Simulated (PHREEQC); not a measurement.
Consider water at 40 °C with 0.0065 mol/kgw NaHS, 0.0022 mol/kgw NaCl and 0.00015 mol/kgw ZnCl2. Closed to the air; pH follows from the charge balance.

Model: ion-association model, wateq4f.dat, run in PHREEQC.

- pH = 8.99
- ionic strength = 0.00870 mol/kgw
- total alkalinity = 6.50 meq/kg

```
species   molality  activity   log γ
--------  --------  --------  ------
Na+        0.00870   0.00788  -0.043
HS-        0.00615   0.00556  -0.044
Cl-        0.00250   0.00226  -0.044
Zn(HS)2   0.000138  0.000138   0.001
H2S        3.36e-5   3.37e-5   0.001
OH-        3.10e-5   2.80e-5  -0.044
Zn(HS)3-   1.22e-5   1.11e-5  -0.043
S-2        2.58e-6   1.75e-6  -0.169
H+         1.12e-9   1.02e-9  -0.038
```

Precipitation was switched off in this run. Examples of supersaturated solids here: ZnS(a), Sphalerite (slow to form). Others may be too. Complexes and solids missing from the database can't appear. Constants without temperature data keep their 25 °C values here. The polysulfide entries of wateq4f.dat were taken out for this run.
